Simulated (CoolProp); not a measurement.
Vapour pressure (bar) of CH2F2 (R32): the reference equation beside estimates from Tc = 351.3 K, pc = 57.83 bar, ω = 0.277. Clausius-Clapeyron is anchored at 213.9 K with a constant enthalpy of vaporisation of 20.29 kJ/mol.

Model: reference Helmholtz-energy equation of state, Tillner-Roth 1997, in CoolProp.

```json
[
 {"T (K)": "176", "reference": "0.04905", "Clausius-Clapeyron": "0.05806", "van der Waals": "1.630", "Redlich-Kwong": "0.1345"},
 {"T (K)": "188.7", "reference": "0.1355", "Clausius-Clapeyron": "0.1476", "van der Waals": "2.573", "Redlich-Kwong": "0.3350"},
 {"T (K)": "201.3", "reference": "0.3211", "Clausius-Clapeyron": "0.3316", "van der Waals": "3.834", "Redlich-Kwong": "…"},
 {"T (K)": "213.9", "reference": "0.6771", "Clausius-Clapeyron": "0.6771", "van der Waals": "5.469", "Redlich-Kwong": "1.381"},
 {"T (K)": "226.5", "reference": "1.299", "Clausius-Clapeyron": "1.277", "van der Waals": "7.522", "Redlich-Kwong": "2.428"},
 {"T (K)": "239.2", "reference": "2.316", "Clausius-Clapeyron": "2.263", "van der Waals": "…", "Redlich-Kwong": "3.990"},
 {"T (K)": "251.8", "reference": "…", "Clausius-Clapeyron": "3.770", "van der Waals": "13.07", "Redlich-Kwong": "6.161"},
 {"T (K)": "264.4", "reference": "6.083", "Clausius-Clapeyron": "5.982", "van der Waals": "…", "Redlich-Kwong": "9.070"},
 {"T (K)": "277", "reference": "…", "Clausius-Clapeyron": "9.103", "van der Waals": "20.74", "Redlich-Kwong": "12.83"},
 {"T (K)": "289.7", "reference": "13.39", "Clausius-Clapeyron": "13.39", "van der Waals": "25.49", "Redlich-Kwong": "17.59"},
 {"T (K)": "302.3", "reference": "…", "Clausius-Clapeyron": "19.03", "van der Waals": "30.82", "Redlich-Kwong": "23.39"},
 {"T (K)": "314.9", "reference": "25.86", "Clausius-Clapeyron": "26.28", "van der Waals": "36.80", "Redlich-Kwong": "30.36"},
 {"T (K)": "327.6", "reference": "34.77", "Clausius-Clapeyron": "35.48", "van der Waals": "43.49", "Redlich-Kwong": "38.65"},
 {"T (K)": "340.2", "reference": "45.81", "Clausius-Clapeyron": "46.76", "van der Waals": "50.82", "Redlich-Kwong": "…"}
]
```

Fill in the missing entries.


- 201.3, Redlich-Kwong: 0.7191
- 239.2, van der Waals: 10.06
- 251.8, reference: 3.855
- 264.4, van der Waals: 16.62
- 277, reference: 9.182
- 302.3, reference: 18.85
- 340.2, Redlich-Kwong: 48.24

Absolute difference from the reference over all 14 rows, mean and median: Clausius-Clapeyron 3.3 and 1.9 %, van der Waals 600.5 and 206.1 %, Redlich-Kwong 67.6 and 54.5 %.
